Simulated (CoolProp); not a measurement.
Properties of C3F8 (R218) along the isobar 8230 kPa.

Model: reference Helmholtz-energy equation of state, Lemmon 2006, in CoolProp. It is a short technical equation, of lower accuracy than the large ones.

```tsv
T (K)	phase	isothermal compressibility (1/MPa)	expansivity (1/kK)
324.1	liquid	0.01082	3.693
333.4	liquid	0.01340	4.044
342.6	liquid	0.01677	4.453
351.9	supercritical	0.02131	4.940
361.1	supercritical	0.02731	5.498
370.3	supercritical	0.03525	6.124
379.6	supercritical	0.04560	6.790
388.8	supercritical	0.05812	7.414
398	supercritical	0.07222	7.895
407.3	supercritical	0.08653	8.129
```
